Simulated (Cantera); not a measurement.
**Fe2O3 + CO + H2 (carbothermic reduction)**

A closed system holds: 1 mol Fe2O3, 0.6 mol CO, 0.54 mol H2, at 100 Torr.

Cantera equilibrium calculation (NASA polynomials, part measured and part estimated; ideal gas, pure solids and liquids). Candidate condensed phases: C, C6H6, C7H8, C8H18, Fe, Fe(CO)5, FeO, Fe(OH)2, Fe(OH)3, Fe2O3, Fe3O4, H2O; 114 gas species. The tables' stoichiometric FeO is somewhat more stable than real wüstite, so its field is too wide. FeO: taken at fixed stoichiometry. Kinetics and transport are ignored.

| T (°C) | x H2O | x CO2 | x CO | x H2 | x O2 | x OH | n FeO(l) |
|---|---|---|---|---|---|---|---|
| 1525 | 0.447 | 0.430 | 0.0965 | 0.0263 | 6.05e-6 | 0.000175 | 2.00 |
| 1575 | 0.448 | 0.429 | 0.0974 | 0.0254 | 1.62e-5 | 0.000300 | 2.00 |
| 1625 | 0.448 | 0.428 | 0.0984 | 0.0245 | 4.11e-5 | 0.000501 | 2.00 |
| 1675 | 0.449 | 0.427 | 0.0993 | 0.0238 | 9.92e-5 | 0.000815 | 2.00 |
| 1725 | 0.449 | 0.425 | 0.100 | 0.0231 | 0.000228 | 0.00129 | 2.00 |
| 1775 | 0.448 | 0.424 | 0.101 | 0.0226 | 0.000501 | 0.00199 | 2.00 |
| 1825 | 0.447 | 0.421 | 0.103 | 0.0222 | 0.00104 | 0.00300 | 2.00 |
| 1875 | 0.446 | 0.418 | 0.105 | 0.0220 | 0.00205 | 0.00441 | 2.00 |
| 1925 | 0.442 | 0.412 | 0.109 | 0.0222 | 0.00379 | 0.00630 | 2.00 |
| 1975 | 0.438 | 0.404 | 0.114 | 0.0227 | 0.00652 | 0.00875 | 2.00 |
| 2025 | 0.431 | 0.394 | 0.121 | 0.0237 | 0.0104 | 0.0118 | 2.00 |
| 2075 | 0.422 | 0.380 | 0.130 | 0.0252 | 0.0156 | 0.0155 | 2.00 |
| 2125 | 0.411 | 0.362 | 0.141 | 0.0270 | 0.0219 | 0.0198 | 1.99 |
x: gas mole fraction; n: condensed amount in mol.

From 1525 °C to 2125 °C the condensed part is FeO(l). The main Fe-bearing gas is Fe(OH)2 at 1525 °C and Fe at 2125 °C.
